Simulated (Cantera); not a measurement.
What does this Cantera script print?

```python
import numpy as np
import cantera as ct

gas = ct.Solution("h2o2.yaml")
gas.TP = 300, 101325
flame = ct.CounterflowDiffusionFlame(gas, width=0.02)
flame.fuel_inlet.X, flame.fuel_inlet.T = {'H2': 1}, 550
flame.oxidizer_inlet.X, flame.oxidizer_inlet.T = {'O2': 0.19, 'N2': 0.81}, 523
flame.set_refine_criteria(ratio=3, slope=0.12, curve=0.24, prune=0.03)
show = ['OH', 'H', 'H2O', 'HO2']

rows = []
print(f"{'mdot':>8s}{'a_max':>10s}{'a_mean':>10s}{'Tmax/K':>9s}" + "".join(f"{s:>11s}" for s in show) + "   (peak mole fractions)")
for i, mdot in enumerate([0.61, 0.85, 1.2, 1.6, 2.3, 3.2, 4.4, 6.1, 8.5]):  # kg/m2/s on the oxidiser side
    flame.oxidizer_inlet.mdot, flame.fuel_inlet.mdot = mdot, 0.21 * mdot
    flame.solve(loglevel=0, auto=(i == 0))
    if flame.T.max() < max(550, 523) + 100:
        print(f"{mdot:8.3g}  no burning solution found from the previous one")
        break
    dT = np.abs(np.gradient(flame.T, flame.grid))
    rows.append([flame.strain_rate("max"), flame.strain_rate("mean"), flame.T.max(),
                 *(flame.X[gas.species_index(s)].max() for s in show), max(dT[0], dT[-1]) / dT.max()])
    print(f"{mdot:8.3g}{rows[-1][0]:10.1f}{rows[-1][1]:10.1f}{rows[-1][2]:9.1f}" + "".join(f"{x:11.3e}" for x in rows[-1][3:-1]))
```

Result:

```
    mdot     a_max    a_mean   Tmax/K         OH          H        H2O        HO2   (peak mole fractions)
    0.61     840.0     188.9   2378.7  1.788e-02  1.669e-02  2.557e-01  5.302e-05
    0.85    1155.1     263.2   2332.1  1.792e-02  1.871e-02  2.531e-01  6.478e-05
     1.2    1623.1     371.6   2289.6  1.815e-02  2.118e-02  2.506e-01  7.807e-05
     1.6    2155.6     495.4   2252.8  1.825e-02  2.347e-02  2.482e-01  8.960e-05
     2.3    3082.7     712.2   2192.4  1.799e-02  2.640e-02  2.457e-01  1.058e-04
     3.2    4250.7     990.9   2134.0  1.758e-02  2.933e-02  2.433e-01  1.215e-04
     4.4    5843.0    1362.4   2080.9  1.717e-02  3.254e-02  2.409e-01  1.371e-04
     6.1    8079.1    1888.8   2024.7  1.663e-02  3.600e-02  2.383e-01  1.532e-04
     8.5   11265.7    2632.0   1963.4  1.592e-02  3.923e-02  2.355e-01  1.697e-04
```

Computed with Cantera and the H2/O2 subset of GRI-Mech 3.0, which has no nitrogen chemistry. The maximum strain rate includes the flame's own expansion and is several times the mean.
